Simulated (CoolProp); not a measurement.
n-pentane at several states: Z from the reference equation and from simpler models built on Tc = 469.7 K, pc = 33.68 bar, ω = 0.251; each cubic takes its own stable root.

Model: reference Helmholtz-energy equation of state, Thol 2019, in CoolProp.

| T (K) | p (bar) | phase | reference |
|---|---|---|---|
| 477.1 | 45.7 | supercritical | 0.2393 |
| 494.3 | 0.929 | gas | 0.9920 |
| 219.2 | 0.246 | liquid | 0.001401 |
| 565.6 | 118 | supercritical | 0.5881 |
| 269.2 | 178 | liquid | 0.8623 |
| 525.4 | 2.42 | gas | 0.9831 |

Question: How far does each simpler model (van der Waals, Redlich-Kwong, Peng-Robinson) lie from the reference over these 6 states: mean and median of the absolute difference, and the worst?

Answer: 
- van der Waals: mean 11752.1 %, median 27.1 %, worst +70399.6 % at 219.2 K and 0.246 bar
- Redlich-Kwong: mean 8.0 %, median 7.3 %, worst +21.0 % at 477.1 K and 45.7 bar
- Peng-Robinson: mean 3.7 %, median 2.3 %, worst +12.3 % at 477.1 K and 45.7 bar

At some of these states van der Waals gives the other phase, because its saturation line lies elsewhere.
